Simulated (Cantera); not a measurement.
Charge: 1 mol CaO, 74 mol HCl, equilibrated at 1048.15 K and 750 Torr.

Cantera equilibrium calculation (NASA polynomials, part measured and part estimated; ideal gas, pure solids and liquids). Candidate condensed phases: Ca, CaCl2, CaO, Ca(OH)2, H2O; 21 gas species. Condensed phases not in the tables: oxide chlorides. Rates play no part.

Problem. What is the equilibrium state?

Solution. 
| Property | Result |
|---|---|
| x(HCl) | 0.986 |
| x(H2O) | 0.0137 |
| x(H2) | 9.62e-6 |
| x(Cl2) | 8.49e-6 |
| x(Cl) | 2.25e-6 |
| n(CaCl2(l)) | 1.000 mol |
| gas amount | 73.00 mol |
| log10 activity of Ca(s) (absent) | -26.52 |
